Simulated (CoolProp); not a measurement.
The fluid at 293.15 K and 1.46 MPa (gas) is heated at constant pressure to 355.6 K. The same conditions are run with several fluids, on thermodynamics alone (safety and materials aside).

Model: reference Helmholtz-energy equation of state of each fluid (methane: Setzmann 1991; ethane: Bücker 2006; ethylene: Smukala 2000; dry air: Lemmon 2000; hydrogen chloride: Thol 2018), in CoolProp. Blends and air are pseudo-pure fits.

### Question
Rank methane, ethane, ethylene, dry air, hydrogen chloride by heat (kJ/kg), highest first.

### Answer
methane (148), ethane (127), ethylene (109), dry air (64.1), hydrogen chloride (58.2)

| fluid | final density (kg/m³) |
|---|---|
| methane | 8.02 |
| ethane | 15.9 |
| ethylene | 14.5 |
| dry air | 14.3 |
| hydrogen chloride | 19.0 |
